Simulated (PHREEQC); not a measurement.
# Nickel, zinc or cadmium bath: an equilibrium model

Solution (20 °C): 0.012 mol NiSO4, 0.00075 mol Na2SO4 and 6.4e-05 mol H2SO4 per kg of water. Closed to the air; pH follows from the charge balance.

All values are PHREEQC results (ion-association model, wateq4f.dat), not measurements.

Each row changes one thing in this solution. No solid was allowed to form.

```tsv
case	pH	ionic strength (mol/kgw)	SO4-2 (mol/kgw)	Ni+2 (mol/kgw)	NiSO4 (mol/kgw)	HSO4- (mol/kgw)	SI of Morenosite (NiSO4:7H2O)
as made	4.11	0.0358	0.00913	0.00839	0.00361	3.78e-5	-2.31
temperature from 20 to 55 °C	4.23	0.0341	0.00867	0.00796	0.00404	6.02e-5	-2.62
NiSO4 replaced by Ni(NO3)2 at the same molality	3.96	0.0373	0.000525	0.0117	0.000284	2.98e-6	-3.42
Na2SO4 replaced by Ag2SO4 at the same molality	4.11	0.0357	0.00906	0.00840	0.00359	3.76e-5	-2.32
diluted 2-fold with water	4.34	0.0194	0.00495	0.00456	0.00144	1.32e-5	-2.72
NiSO4 from 0.012 to 0.12 mol/kgw	4.42	0.254	0.0634	0.0630	0.0568	7.98e-5	-1.10
```

Away from 25 °C the constants follow the database's enthalpies or fits; those with neither stay at their 25 °C values.
